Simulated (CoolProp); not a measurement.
Computed with CoolProp (reference Helmholtz-energy equation of state, Gao 2022).

Task: For n-perfluorohexane, give the phase and the density (kg/m³), Joule-Thomson coefficient (K/MPa), fugacity coefficient at 450 K and 43.5 bar.

Result: 
- 450 K and 43.5 bar: supercritical; density 1150, Joule-Thomson coefficient 0.819, fugacity coefficient 0.333
